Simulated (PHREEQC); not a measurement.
Dissolve 1.6 mmol/kgw HF, 1.6 mmol/kgw KF and 0.05 mmol/kgw NiSO4 at 32 °C. Closed to the air; pH follows from the charge balance.

The numbers come from PHREEQC with the ion-association model, wateq4f.dat.

The pH comes out as 3.43 and the ionic strength is 0.00218 mol/kgw. The total alkalinity is -1.60 meq/kg.

```json
[
 {"species": "F-", "molality": "0.00198", "activity": "0.00188", "log γ": "-0.023"},
 {"species": "K+", "molality": "0.00160", "activity": "0.00152", "log γ": "-0.023"},
 {"species": "HF", "molality": "0.00119", "activity": "0.00119", "log γ": "0.000"},
 {"species": "H+", "molality": "0.000391", "activity": "0.000372", "log γ": "-0.021"},
 {"species": "Ni+2", "molality": "4.81e-5", "activity": "3.91e-5", "log γ": "-0.091"},
 {"species": "SO4-2", "molality": "4.75e-5", "activity": "3.86e-5", "log γ": "-0.090"},
 {"species": "HF2-", "molality": "9.52e-6", "activity": "9.03e-6", "log γ": "-0.023"}
]
```

No solid was allowed to form.
